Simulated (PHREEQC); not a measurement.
Solution (25 °C): 2.3 mmol/kgw H3BO3 and 0.69 mmol/kgw NaOH. Closed to the air; pH follows from the charge balance.

Equilibrium calculation in PHREEQC: ion-association model, phreeqc.dat.

```tsv
quantity	before	after
pH	8.85	8.47
ionic strength (mol/kgw)	0.000690	0.000690
```

Which change was made?
(A) H3BO3 from 0.0023 to 0.00253 mol/kgw
(B) H3BO3 from 0.0023 to 0.0046 mol/kgw
(C) NaOH from 0.00069 to 6.9e-05 mol/kgw
(D) NaOH left out
(E) H3BO3 left out

B, H3BO3 from 0.0023 to 0.0046 mol/kgw

This is a speciation only: nothing precipitates in the calculation.
